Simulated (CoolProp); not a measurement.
Vapour-liquid equilibrium of R227EA (1) + isobutene (2) at -35.65 °C; x and y are mole fractions of (1).

Model: multi-fluid Helmholtz-energy mixture model, Lemmon 2016 and Lemmon 2005; pair parameters Bell 2016, in CoolProp.

**Question.** Give the bubble pressure and the first vapour's composition at x = 0.05, 0.55, 0.75. Is there an azeotrope?

**Answer.** x = 0.05: 0.03494 MPa, y = 0.227; x = 0.55: 0.04900 MPa, y = 0.585; x = 0.75: 0.04835 MPa, y = 0.675. y crosses x between x = 0.55 and 0.65: the model has an azeotrope there.

The pair parameters rest on a limited set of measurements; away from them the model extrapolates.
